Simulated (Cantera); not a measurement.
Input: 1 mol Si, 0.57 mol Cl2, 1.8 mol H2, equilibrated at 0.250 bar.

These are equilibrium values from Cantera (NASA tables, ideal gas, pure condensed phases), not measurements of a reactor. Candidate condensed phases: Si; 19 gas species. Rates play no part. All values below are at 625 K.

Base state: H2 0.850, SiCl4 0.103, SiHCl3 0.0459, SiH2Cl2 0.00110, HCl 9.24e-5 (mole fractions); condensed: Si(s).

Question: What changes in the equilibrium state with this change: Si replaced by SiCl4?

Answer: 
```csv
species,before,after
H2,0.850,0.365
HCl,9.24e-5,0.338
SiCl4,0.103,0.297
SiHCl3,0.0459,1.55e-5
SiH2Cl2,0.00110,<1e-9
"Si(s), mol",0.690,0
```
